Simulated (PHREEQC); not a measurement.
A solution holds 0.028 mol/kgw NH4HS and 0.15 mol/kgw H2SO4, at 20 °C. Closed to the air; pH follows from the charge balance.

All values are PHREEQC results (ion-association model, wateq4f.dat), not measurements.

Each row changes one thing in this solution. No solid was allowed to form.

```json
[
 {"case": "as made", "pH": "0.91", "ionic strength (mol/kgw)": "0.206", "HSO4- (mol/kgw)": "0.119", "H2S (mol/kgw)": "0.0280", "SO4-2 (mol/kgw)": "0.0280", "NH4+ (mol/kgw)": "0.0253"},
 {"case": "diluted 2-fold with water", "pH": "1.17", "ionic strength (mol/kgw)": "0.114", "HSO4- (mol/kgw)": "0.0541", "H2S (mol/kgw)": "0.0140", "SO4-2 (mol/kgw)": "0.0197", "NH4+ (mol/kgw)": "0.0128"},
 {"case": "H2SO4 from 0.15 to 0.075 mol/kgw", "pH": "1.23", "ionic strength (mol/kgw)": "0.118", "HSO4- (mol/kgw)": "0.0509", "H2S (mol/kgw)": "0.0280", "SO4-2 (mol/kgw)": "0.0216", "NH4+ (mol/kgw)": "0.0255"},
 {"case": "temperature from 20 to 65 °C", "pH": "0.97", "ionic strength (mol/kgw)": "0.175", "HSO4- (mol/kgw)": "0.136", "H2S (mol/kgw)": "0.0280", "SO4-2 (mol/kgw)": "0.0124", "NH4+ (mol/kgw)": "0.0268"}
]
```

Complexes and solids missing from the database can't appear. At this temperature some constants are extrapolated from 25 °C, and those without enthalpy data are left unchanged. The polysulfide entries of wateq4f.dat were taken out for this run.
